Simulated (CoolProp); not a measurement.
A Linde-Hampson liquefier for methane: isothermal reversible compression at 200 K from 1 atm to 5 MPa, throttling to 1 atm, return gas leaving the recuperator 2 K below the feed. Each further row changes one setting.

The numbers come from the reference Helmholtz-energy equation of state, Setzmann 1991 in CoolProp.

```json
[
 {"case": "as stated", "liquid yield per pass": "0.216", "compression work (kJ/kg of gas)": "367"},
 {"case": "high pressure 10 MPa", "liquid yield per pass": "0.483", "compression work (kJ/kg of gas)": "393"},
 {"case": "warm-end temperature 230 K", "liquid yield per pass": "0.113", "compression work (kJ/kg of gas)": "439"},
 {"case": "warm-end gap 7 K", "liquid yield per pass": "0.204", "compression work (kJ/kg of gas)": "367"}
]
```
